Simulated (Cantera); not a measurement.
Input: 1 mol Ca(OH)2, 0.036 mol H2, held at 270 Torr.

Equilibrium computed with Cantera from the NASA thermochemical tables; the gas is ideal and each condensed phase is pure. Candidate condensed phases: Ca, CaO, Ca(OH)2, H2O; 14 gas species. The numbers say what is thermodynamically allowed, not how fast it happens.

x: gas mole fraction; n: condensed amount in mol.

```csv
T (K),x H2,x H2O,x H,n CaO(s),n Ca(OH)2(s)
598,0.982,0.0176,<1e-12,0.000644,0.999
648,0.913,0.0873,<1e-12,0.00344,0.997
698,0.660,0.340,<1e-12,0.0185,0.981
748,0.0347,0.965,<1e-12,1.00,0
798,0.0347,0.965,<1e-12,1.00,0
848,0.0347,0.965,…,1.00,0
898,0.0347,0.965,…,1.00,0
948,0.0347,0.965,…,1.00,0
998,0.0347,0.965,…,1.00,0
1048,0.0347,0.965,…,1.00,0
```

Task: What belongs in the gaps?

Result: 
- 848, x H: 5.91e-12
- 898, x H: 3.40e-11
- 948, x H: 1.63e-10
- 998, x H: 6.68e-10
- 1048, x H: 2.40e-9
